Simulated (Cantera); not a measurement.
An isothermal, constant-pressure homogeneous reactor starts with CO : O2 : H2O : N2 = 0.011 : 0.065 : 0.0086 : 1 (molar parts), equivalence ratio 0.085, at 1375 K and 1650 Torr.

Cantera simulation using GRI-Mech 3.0 (53 species, 325 reactions); the numbers are that mechanism's predictions, not measurements.

x: mole fraction; the columns are a selection and need not sum to one.

```json
[
 {"t (s)": "0.000200", "x CO": "0.0101", "x O2": "0.0599", "x H2O": "0.00793", "x CO2": "1.70e-6", "x H": "5.74e-8", "x N2O": "1.87e-10", "x NO": "<1e-12"},
 {"t (s)": "0.000537", "x CO": "0.00945", "x O2": "0.0594", "x H2O": "0.00783", "x CO2": "___", "x H": "___", "x N2O": "___", "x NO": "___"},
 {"t (s)": "0.00144", "x CO": "0.00308", "x O2": "0.0564", "x H2O": "0.00783", "x CO2": "0.00709", "x H": "2.22e-5", "x N2O": "1.17e-6", "x NO": "1.87e-7"},
 {"t (s)": "0.00386", "x CO": "0.000589", "x O2": "0.0554", "x H2O": "0.00792", "x CO2": "0.00960", "x H": "2.07e-6", "x N2O": "1.77e-6", "x NO": "3.14e-7"},
 {"t (s)": "0.0104", "x CO": "___", "x O2": "0.0552", "x H2O": "0.00795", "x CO2": "0.0101", "x H": "___", "x N2O": "___", "x NO": "3.73e-7"},
 {"t (s)": "0.0278", "x CO": "9.31e-6", "x O2": "0.0551", "x H2O": "0.00796", "x CO2": "0.0102", "x H": "8.54e-9", "x N2O": "1.69e-6", "x NO": "3.99e-7"},
 {"t (s)": "0.0746", "x CO": "7.57e-7", "x O2": "0.0551", "x H2O": "0.00797", "x CO2": "0.0102", "x H": "7.90e-10", "x N2O": "1.05e-6", "x NO": "4.10e-7"},
 {"t (s)": "0.200", "x CO": "3.80e-8", "x O2": "0.0551", "x H2O": "0.00797", "x CO2": "0.0102", "x H": "2.41e-10", "x N2O": "2.86e-7", "x NO": "4.14e-7"},
 {"t (s)": "0.537", "x CO": "1.87e-8", "x O2": "0.0551", "x H2O": "0.00797", "x CO2": "0.0102", "x H": "1.96e-10", "x N2O": "4.19e-8", "x NO": "4.15e-7"},
 {"t (s)": "1.44", "x CO": "1.86e-8", "x O2": "0.0551", "x H2O": "0.00797", "x CO2": "0.0102", "x H": "1.95e-10", "x N2O": "3.61e-8", "x NO": "4.16e-7"},
 {"t (s)": "3.86", "x CO": "1.86e-8", "x O2": "0.0551", "x H2O": "0.00797", "x CO2": "0.0102", "x H": "1.95e-10", "x N2O": "3.61e-8", "x NO": "4.19e-7"},
 {"t (s)": "10.4", "x CO": "1.86e-8", "x O2": "0.0551", "x H2O": "0.00797", "x CO2": "0.0102", "x H": "1.95e-10", "x N2O": "3.61e-8", "x NO": "4.27e-7"},
 {"t (s)": "27.8", "x CO": "1.86e-8", "x O2": "0.0551", "x H2O": "0.00797", "x CO2": "0.0102", "x H": "1.95e-10", "x N2O": "3.61e-8", "x NO": "4.49e-7"},
 {"t (s)": "74.6", "x CO": "1.86e-8", "x O2": "0.0551", "x H2O": "0.00797", "x CO2": "0.0102", "x H": "1.95e-10", "x N2O": "3.61e-8", "x NO": "5.07e-7"},
 {"t (s)": "200", "x CO": "1.86e-8", "x O2": "0.0551", "x H2O": "0.00797", "x CO2": "0.0102", "x H": "1.95e-10", "x N2O": "3.61e-8", "x NO": "6.63e-7"}
]
```

Q: Complete the blanks.

A: 
- 0.000537, x CO2: 0.000692
- 0.000537, x H: 2.57e-5
- 0.000537, x N2O: 8.53e-8
- 0.000537, x NO: 2.25e-9
- 0.0104, x CO: 8.28e-5
- 0.0104, x H: 1.37e-7
- 0.0104, x N2O: 1.92e-6
